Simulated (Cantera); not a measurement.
Charge: 1 mol SiH2Cl2, 0.16 mol O3, 2.5 mol H2, 0.28 mol NO, held at 1198.15 K and 1000 Pa.

Method: chemical equilibrium by Gibbs-energy minimisation in Cantera with the NASA 1993 tables (ideal gas, pure condensed phases). Mutual solubility and eutectic melting of coexisting phases are not modelled. The tables' values for SiCl3 are old estimates; treat these amounts as uncertain. The tables hold silica as quartz up to 1696 K and as liquid above; real silica turns to tridymite and cristobalite and melts near 1996 K. Rates play no part.

| species | before | after |
|---|---|---|
| H2 | 0.750 | 0.561 |
| HCl | 0.152 | 0.241 |
| SiCl4 | 0.0542 | 0.151 |
| SiCl3 | 0.0120 | 0.0183 |
| SiCl2 | 0.0236 | 0.0196 |
| SiO | 2.90e-5 | 1.44e-5 |
| SiH2Cl2 | 0.000125 | 7.73e-5 |
| SiHCl3 | 0.00720 | 0.00944 |
| SiO2(β-quartz), mol | 0.310 | 0.310 |
| Si2N2O(s), mol | 0.140 | 0.140 |
Gas species are given as mole fractions.

Task: Which change was made?
A) temperature from 1198.15 K to 600 K
B) NO from 0.28 to 1.3 mol
C) H2 from 2.5 to 0.42 mol
D) O3 from 0.16 to 1.4 mol

Result: C, H2 from 2.5 to 0.42 mol
